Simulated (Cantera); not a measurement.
Input: 1 mol TiO2, 2.8 mol MgCl2, 0.28 mol O2, held at 1 atm.

Cantera equilibrium calculation (NASA polynomials, part measured and part estimated; ideal gas, pure solids and liquids). Candidate condensed phases: Mg, MgCl2, MgO, MgTiO3, MgTi2O5, Mg2TiO4, Ti, TiCl2, TiCl3, TiCl4, TiO, TiO2, Ti2O3, Ti3O5, Ti4O7; 20 gas species. Condensed phases not in the tables: alloys, solid solutions and most ternary compounds. Kinetics and transport are ignored.

x: gas mole fraction; n: condensed amount in mol.

```json
[
 {"T (K)": "2050", "x MgCl2": "0.733", "x Cl": "0.198", "x Cl2": "0.0505", "x O2": "0.0139", "x TiCl4": "0.00328", "x TiOCl2": "0.000392", "x O": "0.000114", "n MgTi2O5(l)": "0.494"},
 {"T (K)": "2100", "x MgCl2": "0.726", "x Cl": "0.215", "x Cl2": "0.0416", "x O2": "0.0133", "x TiCl4": "0.00279", "x TiOCl2": "0.000530", "x O": "0.000159", "n MgTi2O5(l)": "0.494"},
 {"T (K)": "2150", "x MgCl2": "0.720", "x Cl": "0.230", "x Cl2": "0.0338", "x O2": "0.0127", "x TiCl4": "0.00228", "x TiOCl2": "0.000685", "x O": "0.000219", "n MgTi2O5(l)": "0.495"},
 {"T (K)": "2200", "x MgCl2": "0.714", "x Cl": "0.243", "x Cl2": "0.0273", "x O2": "0.0121", "x TiCl4": "0.00178", "x TiOCl2": "0.000848", "x O": "0.000296", "n MgTi2O5(l)": "0.495"},
 {"T (K)": "2250", "x MgCl2": "0.710", "x Cl": "0.253", "x Cl2": "0.0218", "x O2": "0.0116", "x TiCl4": "0.00134", "x TiOCl2": "0.00101", "x O": "0.000395", "n MgTi2O5(l)": "0.496"},
 {"T (K)": "2300", "x MgCl2": "0.706", "x Cl": "0.262", "x Cl2": "(withheld)", "x O2": "0.0112", "x TiCl4": "(withheld)", "x TiOCl2": "(withheld)", "x O": "(withheld)", "n MgTi2O5(l)": "0.496"},
 {"T (K)": "2350", "x MgCl2": "0.703", "x Cl": "0.269", "x Cl2": "0.0137", "x O2": "0.0108", "x TiCl4": "0.000700", "x TiOCl2": "0.00129", "x O": "0.000682", "n MgTi2O5(l)": "0.496"},
 {"T (K)": "2400", "x MgCl2": "0.700", "x Cl": "0.275", "x Cl2": "(withheld)", "x O2": "0.0105", "x TiCl4": "(withheld)", "x TiOCl2": "0.00140", "x O": "(withheld)", "n MgTi2O5(l)": "0.496"},
 {"T (K)": "2450", "x MgCl2": "0.698", "x Cl": "0.279", "x Cl2": "0.00865", "x O2": "0.0103", "x TiCl4": "0.000341", "x TiOCl2": "0.00149", "x O": "0.00113", "n MgTi2O5(l)": "0.496"}
]
```

Question: Complete the blanks.

Answer: 
- 2300, x Cl2: 0.0173
- 2300, x TiCl4: 0.000982
- 2300, x TiOCl2: 0.00116
- 2300, x O: 0.000522
- 2400, x Cl2: 0.0109
- 2400, x TiCl4: 0.000491
- 2400, x O: 0.000884
